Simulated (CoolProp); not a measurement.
Computed with CoolProp (reference Helmholtz-energy equation of state, Gao 2016).

Q: For sulfur dioxide, give the phase and the density (kg/m³), expansivity (1/kK) at 353.1 K and 90.4 bar; 482 K and 90.4 bar.

A: 
- 353.1 K and 90.4 bar: liquid; density 1220, expansivity 2.70
- 482 K and 90.4 bar: supercritical; density 212, expansivity 7.27
